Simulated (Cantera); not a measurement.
Input: 1 mol Al2O3, 8.8 mol N2, held at 798.15 K and 16000 Pa.

These are equilibrium values from Cantera (NASA tables, ideal gas, pure condensed phases), not measurements of a reactor. Candidate condensed phases: Al, AlN, Al2O3; 16 gas species. Rates play no part.

Q: What is the equilibrium state?

A: 
```
Item                                  Value
--------------------------------  ---------
x(N2)                                  1.00
n(Al2O3(s))                        1.00 mol
gas amount                        8.800 mol
log10 activity of Al(s) (absent)     -31.52
```
